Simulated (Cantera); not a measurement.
Feed: 1 mol (CH₃)₂SiCl₂, 0.034 mol C₂H₄, 660 mol H₂, at 13.3 mbar.

Equilibrium computed with Cantera from the NASA thermochemical tables; the gas is ideal and each condensed phase is pure. Candidate condensed phases: C, C₆H₆, C₇H₈, C₈H₁₈, Si, SiC; 109 gas species. The feed counts by its element totals alone. The numbers say what is thermodynamically allowed, not how fast it happens.

log p: log10 of the partial pressure in bar; n: condensed amount in mol.

```json
[
 {"T (°C)": "1225", "log p H₂": "-1.88", "log p H": "-5.70", "log p HCl": "-4.40", "log p C₂H₂ (acetylene)": "-6.93", "log p Si": "-10.14", "log p Cl": "-8.32", "n C(graphite)": "1.03", "n SiC(s)": "1.000"},
 {"T (°C)": "1275", "log p H₂": "-1.88", "log p H": "-5.45", "log p HCl": "-4.40", "log p C₂H₂ (acetylene)": "-6.68", "log p Si": "-9.56", "log p Cl": "-8.07", "n C(graphite)": "1.03", "n SiC(s)": "1.000"},
 {"T (°C)": "1325", "log p H₂": "-1.88", "log p H": "-5.21", "log p HCl": "-4.40", "log p C₂H₂ (acetylene)": "-6.45", "log p Si": "-9.01", "log p Cl": "-7.83", "n C(graphite)": "1.02", "n SiC(s)": "1.000"},
 {"T (°C)": "1375", "log p H₂": "-1.88", "log p H": "-4.99", "log p HCl": "-4.40", "log p C₂H₂ (acetylene)": "-6.23", "log p Si": "-8.50", "log p Cl": "-7.61", "n C(graphite)": "0.997", "n SiC(s)": "0.999"},
 {"T (°C)": "1425", "log p H₂": "-1.88", "log p H": "(withheld)", "log p HCl": "-4.40", "log p C₂H₂ (acetylene)": "(withheld)", "log p Si": "(withheld)", "log p Cl": "(withheld)", "n C(graphite)": "0.964", "n SiC(s)": "0.999"},
 {"T (°C)": "1475", "log p H₂": "-1.88", "log p H": "-4.58", "log p HCl": "-4.40", "log p C₂H₂ (acetylene)": "-5.82", "log p Si": "-7.56", "log p Cl": "-7.21", "n C(graphite)": "0.912", "n SiC(s)": "0.998"},
 {"T (°C)": "1525", "log p H₂": "-1.88", "log p H": "-4.39", "log p HCl": "-4.40", "log p C₂H₂ (acetylene)": "-5.64", "log p Si": "-7.13", "log p Cl": "-7.03", "n C(graphite)": "0.838", "n SiC(s)": "0.995"},
 {"T (°C)": "1575", "log p H₂": "-1.88", "log p H": "(withheld)", "log p HCl": "-4.40", "log p C₂H₂ (acetylene)": "(withheld)", "log p Si": "(withheld)", "log p Cl": "(withheld)", "n C(graphite)": "(withheld)", "n SiC(s)": "0.988"},
 {"T (°C)": "1625", "log p H₂": "-1.88", "log p H": "-4.05", "log p HCl": "-4.40", "log p C₂H₂ (acetylene)": "-5.30", "log p Si": "-6.34", "log p Cl": "-6.69", "n C(graphite)": "0.593", "n SiC(s)": "0.971"},
 {"T (°C)": "1675", "log p H₂": "-1.88", "log p H": "-3.89", "log p HCl": "-4.40", "log p C₂H₂ (acetylene)": "-5.15", "log p Si": "-5.98", "log p Cl": "-6.53", "n C(graphite)": "0.413", "n SiC(s)": "0.935"},
 {"T (°C)": "1725", "log p H₂": "-1.88", "log p H": "-3.74", "log p HCl": "-4.40", "log p C₂H₂ (acetylene)": "-5.00", "log p Si": "-5.64", "log p Cl": "-6.39", "n C(graphite)": "0.196", "n SiC(s)": "0.858"},
 {"T (°C)": "1775", "log p H₂": "-1.89", "log p H": "-3.59", "log p HCl": "-4.41", "log p C₂H₂ (acetylene)": "-4.88", "log p Si": "-5.30", "log p Cl": "-6.25", "n C(graphite)": "0", "n SiC(s)": "0.692"}
]
```

Question: What belongs in the gaps?

Answer: 
- 1425, log p H: -4.78
- 1425, log p C₂H₂ (acetylene): -6.02
- 1425, log p Si: -8.02
- 1425, log p Cl: -7.41
- 1575, log p H: -4.21
- 1575, log p C₂H₂ (acetylene): -5.47
- 1575, log p Si: -6.73
- 1575, log p Cl: -6.85
- 1575, n C(graphite): 0.733
